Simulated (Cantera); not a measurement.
# Transport properties of process gases

Gas mixture: 26.8 % C₂H₆, 73.2 % NH₃, at 75.0 Torr, frozen composition.

Cantera's kinetic-theory transport with the Lennard-Jones parameters of GRI-Mech 3.0, ideal gas; thermal conductivity in the multicomponent form. Polar gases are described roughly by these parameters. The composition is frozen, though it would react at the higher temperatures.

```csv
T (K),ρ (kg/m³),cp (J/kg/K),μ (µPa s),λ (mW/m/K),Pr,D (cm²/s) C₂H₂,D (cm²/s) CH₄,D (cm²/s) NO
400,0.0617,2229,13.4,41.4,0.722,2.63,3.51,3.34
550,0.0449,2651,18.2,66.0,0.732,4.79,6.33,5.96
700,0.0353,3027,22.7,93.0,0.739,7.45,9.76,9.12
850,0.0290,3334,26.9,120,0.745,10.5,13.7,12.8
1000,0.0247,3618,30.8,149,0.748,14.0,18.2,16.9
1150,0.0215,3851,34.5,177,0.751,17.9,23.2,21.4
1300,0.0190,4051,38.0,205,0.753,22.1,28.6,26.4
1450,0.0170,4223,41.3,231,0.754,26.6,34.4,31.7
1600,0.0154,4370,44.5,258,0.754,31.5,40.6,37.4
```
D: mixture-averaged diffusion coefficient of that species in the mixture.
